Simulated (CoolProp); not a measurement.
Aqueous ethanol as a coolant, 59 % by mass, freezing at -44.1 °C, 1 atm.

The numbers come from the Melinder's fits for secondary coolants in CoolProp.

| T (°C) | conductivity (W/(m K)) | density (kg/m³) | cp (kJ/(kg K)) | Prandtl number |
|---|---|---|---|---|
| -29.8 | 0.276 | … | … | 297 |
| -23.8 | 0.277 | 928.8 | 3.025 | … |
| -17.8 | 0.277 | 923.9 | 3.119 | 152 |
| -11.9 | 0.278 | 919.1 | 3.206 | 114 |
| -5.9 | 0.279 | 914.3 | 3.291 | 87.3 |
| 0.1 | 0.279 | 909.5 | 3.369 | 68.5 |
| 6 | 0.280 | 904.7 | 3.441 | 54.9 |
| 12 | 0.281 | 899.8 | 3.508 | 44.6 |
| 18 | 0.282 | 894.9 | 3.568 | 36.7 |
| 23.9 | 0.282 | 890.1 | 3.620 | 30.5 |
| 29.9 | … | 885.1 | 3.666 | 25.4 |
| 35.9 | 0.284 | 880.1 | 3.703 | 21.3 |

Problem. What belongs in the gaps?

Solution. 
- -29.8, density (kg/m³): 933.7
- -29.8, cp (kJ/(kg K)): 2.928
- -23.8, Prandtl number: 209
- 29.9, conductivity (W/(m K)): 0.283
